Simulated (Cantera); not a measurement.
# Aluminium nitride and oxide growth: Al + NH₃ + H₂

A closed system holds: 1 mol Al, 230 mol NH₃, 700 mol H₂.

These are equilibrium values from Cantera (NASA tables, ideal gas, pure condensed phases), not measurements of a reactor. Candidate condensed phases: Al, AlN; 13 gas species. The numbers say what is thermodynamically allowed, not how fast it happens.

Stable condensed phases:

```
T in °C \ P in Pa
             10     37    140    520   1900   7200  27000 100000
   1702       A      A      A      A      A      A      B      B
   1602       A      A      A      A      A      B      B      B
   1502       A      A      A      A      B      B      B      B
   1402       A      A      B      B      B      B      B      B
   1302       A      B      B      B      B      B      B      B
   1202       B      B      B      B      B      B      B      B
   1102       B      B      B      B      B      B      B      B
   1002       B      B      B      B      B      B      B      B
    902       B      B      B      B      B      B      B      B
    802       B      B      B      B      B      B      B      B
```

A: gas only; B: AlN.
